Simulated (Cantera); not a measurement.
A Cantera script and what it prints.

```python
import numpy as np
import cantera as ct

gas_names = """
    B BCL BCL2 BCL3 BH BH2 BH3 BN B2 CL CL2 H HCL H2 N NH NH2 NH3 N2 N2H2 N2H4
""".split()
cond_names = """
    B(b) B(L) BN(s) NH4CL(a) NH4CL(b)
""".split()


def load(file, names, dense=False):
    # The tables refer to 1 bar. Condensed volumes are neglected.
    table = {s.name: s for s in ct.Species.list_from_file(file)}
    out = []
    for n in names:
        d = dict(table[n].input_data)
        d["thermo"] = dict(d["thermo"], **{"reference-pressure": 1e5})
        if dense:
            d["equation-of-state"] = {"model": "constant-volume", "density": "1e6 g/cm^3"}
        out.append(ct.Species.from_dict(d))
    return out


gas = ct.Solution(thermo="ideal-gas", species=load("nasa_gas.yaml", gas_names))
cond = {s.name: ct.Solution(thermo="fixed-stoichiometry", species=[s], name=s.name)
        for s in load("nasa_condensed.yaml", cond_names, dense=True)}
atoms = {
    'BN': {'B': 1, 'N': 1},
    'Cl2': {'CL': 2},
    'H2': {'H': 2},
}
top_T = {'BN(s)': 3200}  # K; cautious upper limits of use, not melting points


def equilibrate(T, P, feed):
    n = {}
    for name, mol in feed.items():
        for a, k in atoms[name].items():
            n[a] = n.get(a, 0.0) + k * mol
    gas.TPX = T, P, n
    mass = sum(n.values()) * gas.mean_molecular_weight
    gas.equilibrate("TP")
    valid = [c for c in cond.values() if c.min_temp <= T <= top_T.get(c.name, c.max_temp)]
    mix = ct.Mixture([(gas, mass / gas.mean_molecular_weight)] + [(c, 0.0) for c in valid])
    mix.T, mix.P = T, P
    mix.equilibrate("TP", solver="vcs", rtol=1e-11, max_steps=5000)
    return mix


results = []
feed = {'BN': 1, 'Cl2': 2.4, 'H2': 69}  # mol
P = 100000  # Pa
for T in [723, 923, 1123, 1323, 1523, 1723, 1923, 2123]:
    mix = equilibrate(T, P, feed)
    results.append((T, P, feed, dict(zip(mix.species_names, mix.species_moles))))

top = {s: max(r[3][s] / sum(r[3][g] for g in gas_names) for r in results) for s in gas_names}
cols = sorted((s for s in top if top[s] > 1e-06), key=lambda s: -top[s])[:6]
seen = [c for c in cond_names if any(r[3].get(c, 0) > 1e-12 for r in results)]
print("log10 of partial pressures in bar; condensed amounts in mol")
print(f"{'T/K':>10s}" + "".join(f"{s[:9]:>10s}" for s in cols + seen))
for T, P, feed, n in results:
    ng = sum(n[g] for g in gas_names)
    print(f"{T:10.4g}" + "".join(f"{np.log10(max(n[s] / ng * P / 1e5, 1e-99)):10.3f}" for s in cols)
          + "".join(f"{n.get(c, 0):10.4g}" for c in seen))
```

It prints:

```
log10 of partial pressures in bar; condensed amounts in mol
       T/K        H2       HCL         H       BCL        N2       BH2     BN(s)
       723    -0.030    -1.172   -13.089   -22.164    -9.762   -21.021         1
       923    -0.030    -1.172    -9.627   -15.896    -7.090   -15.331         1
      1123    -0.030    -1.173    -7.386   -11.574    -5.966   -11.385    0.9998
      1323    -0.030    -1.173    -5.815    -8.501    -5.323    -8.574    0.9993
      1523    -0.030    -1.173    -4.651    -6.247    -4.848    -6.510     0.998
      1723    -0.030    -1.174    -3.754    -4.606    -4.322    -5.012    0.9932
      1923    -0.031    -1.177    -3.041    -3.486    -3.565    -4.002    0.9611
      2123    -0.033    -1.193    -2.461    -2.660    -2.824    -3.251    0.7847
```

Cantera equilibrium calculation (NASA polynomials, part measured and part estimated; ideal gas, pure solids and liquids). The tables' values for BCl, BH2, BCl2 are old estimates; treat these amounts as uncertain. Gases not in the tables: B2H6 and higher boranes.
